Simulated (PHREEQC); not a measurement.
Make-up at 20 °C: 160 mmol/kgw Cd(NO3)2. Closed to the air; pH follows from the charge balance.

Model: ion-association model, phreeqc.dat, run in PHREEQC.

Each row changes one thing in this solution. No solid was allowed to form.

| case | pH | ionic strength (mol/kgw) | NO3- (mol/kgw) |
|---|---|---|---|
| as made | 5.56 | 0.424 | 0.292 |
| temperature from 20 to 15 °C | 5.64 | 0.417 | 0.288 |
| Cd(NO3)2 from 0.16 to 0.032 mol/kgw | 6.00 | 0.0920 | 0.0620 |
| Cd(NO3)2 from 0.16 to 0.08 mol/kgw | 5.77 | 0.222 | 0.151 |
| Cd(NO3)2 replaced by HNO3 at the same molality | 0.89 | 0.160 | 0.160 |
| diluted 5-fold with water | 6.00 | 0.0920 | 0.0620 |

Complexes and solids missing from the database can't appear.
